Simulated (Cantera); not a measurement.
Input: 1 mol Ta2O5, 0.82 mol C, 0.12 mol H2, 1.5 mol CH4, at 823.15 K.

Method: chemical equilibrium by Gibbs-energy minimisation in Cantera with the NASA 1993 tables (ideal gas, pure condensed phases). Candidate condensed phases: C, C6H6, C7H8, C8H18, H2O, Ta, TaC, Ta2O5; 113 gas species. TaC: taken at fixed stoichiometry. Condensed phases not in the tables: Ta2C. Equilibrium is a limit: real reactors are often held back by kinetics, nucleation or transport.

x: gas mole fraction; n: condensed amount in mol.

```csv
P (Pa),x H2,x CH4,x CO,x C2H6,x H2O,x CO2,n C(graphite),n TaC(s),n Ta2O5(s)
10,0.991,9.13e-5,0.00938,<1e-12,1.23e-5,4.20e-7,2.28,0.0118,0.994
52,0.998,___,___,___,1.24e-5,___,2.31,___,0.999
270,0.997,0.00250,0.000348,1.70e-10,1.23e-5,1.55e-8,2.31,0.000448,1.000
1400,0.987,0.0127,6.70e-5,4.43e-9,1.22e-5,3.00e-9,2.28,0,1.000
7200,0.941,0.0593,1.30e-5,1.01e-7,1.16e-5,5.83e-10,2.15,0,1.000
37000,___,___,___,___,___,___,___,0,1.000
190000,0.521,0.479,4.94e-7,1.20e-5,6.45e-6,2.21e-11,1.31,0,1.000
1000000,0.278,0.722,9.38e-8,5.07e-5,3.45e-6,4.20e-12,1.01,0,1.000
```

Q: Fill in the missing entries.

A: 
- 52, x CH4: 0.000482
- 52, x CO: 0.00180
- 52, x C2H6: 6.31e-12
- 52, x CO2: 8.07e-8
- 52, n TaC(s): 0.00227
- 37000, x H2: 0.787
- 37000, x CH4: 0.213
- 37000, x CO: 2.54e-6
- 37000, x C2H6: 1.57e-6
- 37000, x H2O: 9.74e-6
- 37000, x CO2: 1.13e-10
- 37000, n C(graphite): 1.77
